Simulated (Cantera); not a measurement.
A perfectly stirred reactor is fed with H₂ : O₂ = 0.094 : 1 (molar parts), equivalence ratio 0.047, at 0.00740 bar; it is held at 1100 K, and followed from long to short residence time.

Detailed kinetics in Cantera: the H2/O2 subset of GRI-Mech 3.0, which has no nitrogen chemistry. Radical loss at walls, strong at low pressure, is not modelled. The temperature is held fixed by assumption; the heat of reaction is taken as removed at once.

Task: What does this change do: pressure from 0.00740 bar to 0.0133 bar?

Result: 
```json
[
 {"quantity": "x(H₂) at τ = 1.40 s", "before": "0.000440", "after": "0.000312"},
 {"quantity": "x(O₂) at τ = 1.40 s", "before": "0.906", "after": "0.908"},
 {"quantity": "x(H₂O) at τ = 1.40 s", "before": "0.0882", "after": "0.0888"},
 {"quantity": "x(OH) at τ = 1.40 s", "before": "0.00122", "after": "0.000827"},
 {"quantity": "x(H) at τ = 1.40 s", "before": "0.000619", "after": "0.000197"},
 {"quantity": "x(H₂) at τ = 68.0 ms", "before": "0.00252", "after": "0.00183"},
 {"quantity": "x(O₂) at τ = 68.0 ms", "before": "0.886", "after": "0.897"},
 {"quantity": "x(H₂O) at τ = 68.0 ms", "before": "0.0799", "after": "0.0843"},
 {"quantity": "x(OH) at τ = 68.0 ms", "before": "0.00308", "after": "0.00230"},
 {"quantity": "x(H) at τ = 68.0 ms", "before": "0.00831", "after": "0.00337"}
]
```
